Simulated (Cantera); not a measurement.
Mixture: 14.6 % CH4, 20.8 % O2, 60.3 % N2, 4.37 % CO2, at 20.0 bar, adiabatic and at constant pressure. Ignition delay is the time to a rise of 400 K.

Detailed kinetics in Cantera: GRI-Mech 3.0 (53 species, 325 reactions). The pressure lies above the range GRI-Mech 3.0 was tuned for (to about 10 atm).

Q: Predict: delay at 1150 K; delay at 1350 K; delay at 1550 K; delay at 1750 K; delay at 1950 K; apparent activation energy between 1750 and 1950 K.

A: 
```
Property                                                 Value
--------------------------------------------------  ----------
delay at 1150 K                                        4.04 ms
delay at 1350 K                                       0.416 ms
delay at 1550 K                                        63.0 µs
delay at 1750 K                                        12.5 µs
delay at 1950 K                                        3.31 µs
apparent activation energy between 1750 and 1950 K  190 kJ/mol
```
